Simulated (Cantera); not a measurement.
A closed system holds: 1 mol HMDSO, 0.24 mol NO, 41 mol N2, 40 mol N2O, at 0.000350 bar.

Equilibrium computed with Cantera from the NASA thermochemical tables; the gas is ideal and each condensed phase is pure. Candidate condensed phases: C, C6H6, C7H8, C8H18, H2O, Si, SiC, SiO2, Si2N2O, Si3N4; 151 gas species. The feed counts by its element totals alone. The tables hold silica as quartz up to 1696 K and as liquid above; real silica turns to tridymite and cristobalite and melts near 1996 K. Equilibrium is a limit: real reactors are often held back by kinetics, nucleation or transport.

### Question
Which condensed phases are stable at each of these points (T (K)): 900, 1050, 1200, 1350, 1500, 1650, 1800, 1950?

### Answer
```tsv
T (K)	condensed phases	Si condensed (%)
900	SiO2(β-quartz)	100.0
1050	SiO2(β-quartz)	100.0
1200	SiO2(β-quartz)	100.0
1350	SiO2(β-quartz)	100.0
1500	SiO2(β-quartz)	100.0
1650	SiO2(β-quartz)	100.0
1800	SiO2(condensed)	99.6
1950	SiO2(condensed)	79.9
```

From 900 K to 1650 K the condensed part is SiO2(β-quartz). From 1800 K to 1950 K the condensed part is SiO2(condensed).
